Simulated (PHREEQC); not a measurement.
A solution holds 0.0017 mol TMAH, 3.4e-05 mol NaAlO2 and 0.062 mol Na2CO3 per kg of water, at 20 °C. Closed to the air; pH follows from the charge balance.

The numbers come from PHREEQC with the ion-association model, wateq4f.dat.

This is a speciation only: nothing precipitates in the calculation.

Q: What pH does the model give?

A: pH 11.52.

Q: In which forms is Na present?

A: Na+ 83 %, NaCO3- 17 % of the Na.

(CH3)4N+ isn't in the database: it is added as a free cation with an ion size of 4 Å.
